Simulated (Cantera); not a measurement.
**Equilibrium for chlorosilane synthesis and conversion: Si + HCl + H₂ + HF**

Feed: 1 mol Si, 1.9 mol HCl, 1.6 mol H₂, 0.0069 mol HF, at 750 Torr.

Cantera equilibrium calculation (NASA polynomials, part measured and part estimated; ideal gas, pure solids and liquids). Candidate condensed phases: Si; 37 gas species. The tables' values for SiCl₃ are old estimates; treat these amounts as uncertain. Rates play no part.

```json
[
 {"T (K)": "723", "x H₂": "0.822", "x SiCl₄": "0.110", "x SiHCl₃": "0.0637", "x HCl": "0.000425", "x SiH₂Cl₂": "0.00255", "x SiCl₃": "8.71e-6", "x SiCl₂": "1.72e-7", "x SiF₄": "0.000408", "n Si(s)": "0.472"},
 {"T (K)": "773", "x H₂": "0.822", "x SiCl₄": "0.111", "x SiHCl₃": "0.0625", "x HCl": "0.000919", "x SiH₂Cl₂": "0.00270", "x SiCl₃": "2.72e-5", "x SiCl₂": "9.63e-7", "x SiF₄": "0.000397", "n Si(s)": "0.473"},
 {"T (K)": "823", "x H₂": "0.822", "x SiCl₄": "0.111", "x SiHCl₃": "0.0613", "x HCl": "0.00180", "x SiH₂Cl₂": "0.00284", "x SiCl₃": "7.35e-5", "x SiCl₂": "4.35e-6", "x SiF₄": "0.000386", "n Si(s)": "0.474"},
 {"T (K)": "873", "x H₂": "0.821", "x SiCl₄": "0.112", "x SiHCl₃": "0.0601", "x HCl": "0.00327", "x SiH₂Cl₂": "0.00295", "x SiCl₃": "0.000177", "x SiCl₂": "1.65e-5", "x SiF₄": "0.000376", "n Si(s)": "0.476"},
 {"T (K)": "923", "x H₂": "0.820", "x SiCl₄": "0.112", "x SiHCl₃": "0.0589", "x HCl": "0.00554", "x SiH₂Cl₂": "0.00304", "x SiCl₃": "0.000387", "x SiCl₂": "5.39e-5", "x SiF₄": "0.000367", "n Si(s)": "0.478"},
 {"T (K)": "973", "x H₂": "0.818", "x SiCl₄": "0.111", "x SiHCl₃": "0.0576", "x HCl": "0.00888", "x SiH₂Cl₂": "0.00311", "x SiCl₃": "0.000775", "x SiCl₂": "0.000155", "x SiF₄": "0.000359", "n Si(s)": "0.481"},
 {"T (K)": "1023", "x H₂": "0.814", "x SiCl₄": "0.110", "x SiHCl₃": "0.0561", "x HCl": "0.0135", "x SiH₂Cl₂": "0.00316", "x SiCl₃": "0.00144", "x SiCl₂": "0.000400", "x SiF₄": "0.000351", "n Si(s)": "0.485"},
 {"T (K)": "1073", "x H₂": "0.810", "x SiCl₄": "0.108", "x SiHCl₃": "0.0545", "x HCl": "0.0198", "x SiH₂Cl₂": "0.00319", "x SiCl₃": "0.00252", "x SiCl₂": "0.000939", "x SiF₄": "0.000342", "n Si(s)": "0.489"}
]
```
x: gas mole fraction; n: condensed amount in mol.

From 723 K to 1073 K the condensed part is Si(s). The main Si-bearing gas is SiCl₄ throughout. The share of Si in condensed phases is highest at 1073 K (48.9 %) and lowest at 723 K (47.2 %).
